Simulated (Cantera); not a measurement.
Feed: 1 mol SiH₂Cl₂, 0.28 mol HCl, 530 mol H₂, at 1352 °C and 0.100 bar.

These are equilibrium values from Cantera (NASA tables, ideal gas, pure condensed phases), not measurements of a reactor. Candidate condensed phases: Si; 19 gas species. Rates play no part.

Base state: H₂ 0.996, HCl 0.00416, H 0.000223, SiCl₂ 6.09e-5 (mole fractions); condensed: Si(s).

Question: What changes in the equilibrium state with this change: H₂ from 530 to 16 mol?

Answer: 
| species | before | after |
|---|---|---|
| H₂ | 0.996 | 0.900 |
| HCl | 0.00416 | 0.0765 |
| SiCl₂ | 6.09e-5 | 0.0228 |
| SiCl₄ | <1e-9 | 4.87e-5 |
| SiCl₃ | 9.53e-8 | 0.000692 |
| SiHCl₃ | 1.29e-8 | 8.93e-5 |
| Si(s), mol | 0.962 | 0.567 |
The tables' values for SiCl₃, SiCl are old estimates; treat these amounts as uncertain.
